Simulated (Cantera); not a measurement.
Feed: 1 mol SiCl4, 4.5 mol NH3, 0.1 mol H2, 0.61 mol HCl, equilibrated at 13300 Pa.

Cantera equilibrium calculation (NASA polynomials, part measured and part estimated; ideal gas, pure solids and liquids). Candidate condensed phases: NH4Cl, Si, Si3N4; 28 gas species. Gases not in the tables: Si2H6 and higher silanes. Kinetics and transport are ignored.

Question: What share of the Si ends up in condensed phases as a function of T (K), at 873, 973, 1073, 1173, 1273, 1373, 1473, 1573, 1673, 1773, 1873, 1973, 2073, 2173?

Answer: 
| T (K) | Si condensed (%) | as |
|---|---|---|
| 873 | 67.1 | Si3N4(s) |
| 973 | 72.3 | Si3N4(s) |
| 1073 | 76.3 | Si3N4(s) |
| 1173 | 79.1 | Si3N4(s) |
| 1273 | 80.6 | Si3N4(s) |
| 1373 | 79.7 | Si3N4(s) |
| 1473 | 72.7 | Si3N4(s) |
| 1573 | 53.9 | Si3N4(s) |
| 1673 | 23.5 | Si3N4(s) |
| 1773 | 0.0 | - |
| 1873 | 0.0 | - |
| 1973 | 0.0 | - |
| 2073 | 0.0 | - |
| 2173 | 0.0 | - |
